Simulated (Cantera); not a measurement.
Input: 1 mol HMDSO, a varied amount of NO, 2.4 mol N₂, at 825 K and 13.3 mbar.

These are equilibrium values from Cantera (NASA tables, ideal gas, pure condensed phases), not measurements of a reactor. Candidate condensed phases: C, C₆H₆, C₇H₈, C₈H₁₈, H₂O, Si, SiC, SiO₂, Si₂N₂O, Si₃N₄; 151 gas species. The feed counts by its element totals alone. The numbers say what is thermodynamically allowed, not how fast it happens.

log p: log10 of the partial pressure in bar; n: condensed amount in mol.

```
n(NO) (mol)  log p H₂  log p N₂    log p CO   log p CH₄   log p H₂O   log p CO₂  log p NH₃  n C(graphite)  n SiO₂(α-quartz)  n Si₂N₂O(s)
-----------  --------  --------  ----------  ----------  ----------  ----------  ---------  -------------  ----------------  -----------
0.35            -1.95     -2.67       -6.29       -3.95       -7.14      -10.93      -6.90           5.91             0.233        0.883
0.47            -1.96     -2.65       -6.28       -3.96       -7.14      -10.91      -6.89           5.91             0.313        0.843
0.65            -1.96     -2.62       -6.27       -3.97       -7.14      -10.89      -6.89           5.91        (withheld)        0.783
0.88            -1.97     -2.59       -6.26       -3.99       -7.13      -10.87      -6.88           5.91             0.586        0.707
1.2             -1.98     -2.55       -6.25       -4.01       -7.13      -10.84      -6.88           5.92             0.800        0.600
1.6             -2.00     -2.50       -6.23       -4.03       -7.13      -10.81      -6.88           5.92              1.07        0.467
2.2             -2.01     -2.45       -6.22       -4.07       -7.13      -10.78      -6.88           5.92              1.47        0.267
3.1             -2.04     -2.39  (withheld)  (withheld)  (withheld)  (withheld)      -6.89           5.84              2.00            0
4.2             -2.09     -2.38       -3.03       -4.23       -4.02       -4.41      -6.96           4.88              2.00            0
```

What belongs in the gaps?


- 0.65, n SiO₂(α-quartz): 0.433
- 3.1, log p CO: -4.04
- 3.1, log p CH₄: -4.13
- 3.1, log p H₂O: -4.98
- 3.1, log p CO₂: -6.42
